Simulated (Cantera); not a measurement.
Cantera run:

```python
import numpy as np
import cantera as ct

gas_names = """
    H HNO HNO2 HNO3 HO2 H2 H2O H2O2 N NH NH2 NH3 NH2OH NO NO2 NO3 N2 N2H2 N2H4 N2O O OH O2 O3 Si SiH
    SiH2 SiH3 SiH4 SiN SiO SiO2 Si2 Si2N Si3
""".split()
cond_names = """
    H2O(s) H2O(L) Si(cr) Si(L) SiO2(Lqz) SiO2(hqz) SiO2(L) Si2N2O(s) Si3N4(a)
""".split()


# ... load() reads the species with a 1 bar reference pressure and builds the phases ...
atoms = {
    'Si2H6': {'Si': 2, 'H': 6},
    'NO': {'N': 1, 'O': 1},
}
top_T = {'Si2N2O(s)': 2100, 'Si3N4(a)': 2400}  # K; cautious upper limits of use, not melting points


# ... equilibrate(T, P, feed) seeds the gas with the atoms and calls Mixture.equilibrate('TP', solver="vcs", rtol=1e-11, max_steps=5000) ...
results = []
feed = {'Si2H6': 1, 'NO': 0.39}  # mol
T = 1023  # K
P = 13332.2  # Pa
mix = equilibrate(T, P, feed)
results.append((T, P, feed, dict(zip(mix.species_names, mix.species_moles))))
print(gas.report(threshold=0.0001))
for i in range(1, mix.n_phases):
    print(f"{mix.phase(i).name:16s} {mix.phase_moles(i):12.5e} mol")
```

Result:

```
       temperature   1023 K
          pressure   13332 Pa
           density   0.00316 kg/m^3
  mean mol. weight   2.016 kg/kmol
   phase of matter   gas

                          1 kg             1 kmol
                     ---------------   ---------------
          enthalpy        1.0606e+07        2.1382e+07  J
   internal energy        6.3868e+06        1.2876e+07  J
           entropy             91109        1.8368e+05  J/K
    Gibbs function       -8.2599e+07       -1.6652e+08  J
 heat capacity c_p             15016             30273  J/K
 heat capacity c_v             10892             21959  J/K

                      mass frac. Y      mole frac. X     chem. pot. / RT
                     ---------------   ---------------   ---------------
                H2                 1                 1           -19.577
     [  +34 minor]        1.1718e-06        8.1576e-08

Si(cr)            1.51250e+00 mol
SiO2(hqz)         9.75000e-02 mol
Si2N2O(s)         1.95000e-01 mol
Si3N4(a)          0.00000e+00 mol
```

These are equilibrium values from Cantera (NASA tables, ideal gas, pure condensed phases), not measurements of a reactor. The feed counts by its element totals alone. Mutual solubility and eutectic melting of coexisting phases are not modelled.
